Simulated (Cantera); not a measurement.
A closed system holds: 1 mol TiO2, 0.92 mol MgCl2, 0.18 mol O2, at 998.15 K and 0.000420 bar.

Equilibrium computed with Cantera from the NASA thermochemical tables; the gas is ideal and each condensed phase is pure. Candidate condensed phases: Mg, MgCl2, MgO, MgTiO3, MgTi2O5, Mg2TiO4, Ti, TiCl2, TiCl3, TiCl4, TiO, TiO2, Ti2O3, Ti3O5, Ti4O7; 20 gas species. Condensed phases not in the tables: TiOCl, alloys, solid solutions and most ternary compounds. Rates play no part.

Base state: Cl2 0.500, TiCl4 0.300, MgCl2 0.187, Cl 0.0130 (mole fractions); condensed: MgTiO3(s).

What changes in the equilibrium state with this change: O2 from 0.18 to 0.49 mol?


| species | before | after |
|---|---|---|
| Cl2 | 0.500 | 0.949 |
| O2 | 2.98e-7 | 0.0317 |
| Cl | 0.0130 | 0.0180 |
| TiCl4 | 0.300 | 1.24e-5 |
| MgCl2 | 0.187 | 0.000900 |
| MgTiO3(s), mol | 0.787 | 0.838 |
| MgTi2O5(s), mol | 0 | 0.0809 |

What changes in the equilibrium state with this change: MgCl2 from 0.92 to 0.25 mol?


| species | before | after |
|---|---|---|
| Cl2 | 0.500 | 0.804 |
| O2 | 2.98e-7 | 0.179 |
| Cl | 0.0130 | 0.0165 |
| TiCl4 | 0.300 | 1.90e-6 |
| MgCl2 | 0.187 | 0.000221 |
| MgTiO3(s), mol | 0.787 | 0 |
| MgTi2O5(s), mol | 0 | 0.250 |
| TiO2(rutile), mol | 0 | 0.500 |
